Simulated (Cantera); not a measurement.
A perfectly stirred reactor is fed with H2 : O2 : N2 = 1 : 1.25 : 4.7 (molar parts), at 10.9 atm; it is adiabatic with a 325 K inlet, and is followed from long to short residence time, starting on the burning branch (τ in s: 0.023, 0.011, 0.0054, 0.0026, 0.0013, 0.00062, 0.0003, 0.00015, 7.2e-05, 3.5e-05, 1.7e-05).

Computed with Cantera and GRI-Mech 3.0 (53 species, 325 reactions). The hydrogen kinetics of GRI-Mech 3.0 are dated; newer H2 mechanisms differ, most at raised pressure.

x: mole fraction; the columns are a selection and need not sum to one.

| τ (s) | T (K) | x H2 | x O2 | x NO | x H | x O | x H2O |
|---|---|---|---|---|---|---|---|
| 0.023 | 1447 | 0.000368 | 0.116 | 2.12e-7 | 5.19e-7 | ___ | 0.155 |
| 0.011 | 1445 | 0.000711 | 0.117 | 2.27e-7 | 1.05e-6 | ___ | 0.154 |
| 0.0054 | 1440 | 0.00134 | 0.117 | 2.19e-7 | 2.06e-6 | ___ | 0.154 |
| 0.0026 | 1431 | 0.00259 | 0.117 | 1.79e-7 | 4.06e-6 | ___ | 0.152 |
| 0.0013 | 1413 | 0.00525 | 0.118 | 1.16e-7 | 7.52e-6 | ___ | 0.149 |
| 0.00062 | 325 | 0.144 | 0.180 | <1e-12 | <1e-12 | <1e-12 | <1e-12 |
| 0.00030 | 325 | 0.144 | 0.180 | <1e-12 | <1e-12 | <1e-12 | <1e-12 |
| 0.00015 | 325 | 0.144 | 0.180 | <1e-12 | <1e-12 | <1e-12 | <1e-12 |
| 7.2e-5 | 325 | 0.144 | 0.180 | <1e-12 | <1e-12 | <1e-12 | <1e-12 |
| 3.5e-5 | 325 | 0.144 | 0.180 | <1e-12 | <1e-12 | <1e-12 | <1e-12 |
| 1.7e-5 | 325 | 0.144 | 0.180 | <1e-12 | <1e-12 | <1e-12 | <1e-12 |

What belongs in the gaps?


- 0.023, x O: 3.10e-6
- 0.011, x O: 5.38e-6
- 0.0054, x O: 9.10e-6
- 0.0026, x O: 1.49e-5
- 0.0013, x O: 2.14e-5
